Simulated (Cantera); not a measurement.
Feed: 1 mol c-C₄F₈, 1.1 mol H₂, held at 3023 K.

Method: chemical equilibrium by Gibbs-energy minimisation in Cantera with the NASA 1993 tables (ideal gas, pure condensed phases). Candidate condensed phases: C, C₆H₆, C₇H₈, C₈H₁₈; 95 gas species. The feed counts by its element totals alone. Rates play no part.

**Question.** At 1.00 Pa, list the 6 most abundant gas species with their mole fractions, and the condensed phases.

**Answer.** F 0.567, C 0.262, H 0.153, C₂ 0.00702, HF 0.00470, C₃ 0.00286. Condensed: gas only.
